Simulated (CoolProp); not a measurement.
R1224YDZ along the isobar 8.66 bar: fugacity coefficient from the reference equation and from simpler models built on Tc = 428.7 K, pc = 33.34 bar, ω = 0.325; each cubic takes its own stable root.

The numbers come from the reference Helmholtz-energy equation of state, Akasaka 2023 in CoolProp.

```tsv
T (K)	phase	reference
397	gas	0.8841
402.1	gas	0.8892
407.2	gas	0.8940
412.2	gas	0.8985
417.3	gas	0.9028
422.4	gas	0.9068
427.5	gas	0.9106
432.5	gas	0.9142
437.6	gas	0.9176
442.7	gas	0.9209
447.8	gas	0.9240
452.8	gas	0.9269
457.9	gas	0.9298
463	gas	0.9324
468.1	gas	0.9350
473.1	gas	0.9374
```

Q: How far does each simpler model (van der Waals, Redlich-Kwong, Soave-Redlich-Kwong, Peng-Robinson) lie from the reference over these 16 states: mean and median of the absolute difference, and the worst?

A: 
- van der Waals: mean 1.2 %, median 1.1 %, worst +2.7 % at 397 K and 8.66 bar
- Redlich-Kwong: mean 0.3 %, median 0.2 %, worst +0.8 % at 397 K and 8.66 bar
- Soave-Redlich-Kwong: mean 0.2 %, median 0.2 %, worst +0.3 % at 397 K and 8.66 bar
- Peng-Robinson: mean 0.8 %, median 0.8 %, worst -0.8 % at 422.4 K and 8.66 bar
